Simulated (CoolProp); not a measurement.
CH2F2 (R32) along the isotherm 407 K: fugacity coefficient from the reference equation and from simpler models built on Tc = 351.3 K, pc = 5.783 MPa, ω = 0.277; each cubic takes its own stable root.

Model: reference Helmholtz-energy equation of state, Tillner-Roth 1997, in CoolProp.

```csv
p (MPa),phase,reference,van der Waals,Redlich-Kwong,Peng-Robinson
7.23,supercritical,0.7410,0.7474,0.7438,0.7412
14.5,supercritical,0.5431,0.5445,0.5505,0.5603
21.7,supercritical,0.4382,0.4656,0.4600,0.4688
28.9,supercritical,0.3847,0.4364,0.4175,0.4228
36.1,supercritical,0.3551,0.4302,0.3975,0.3989
43.4,supercritical,0.3384,0.4381,0.3900,0.3874
50.6,supercritical,0.3301,0.4558,0.3907,0.3841
57.8,supercritical,0.3271,0.4817,0.3973,0.3864
```
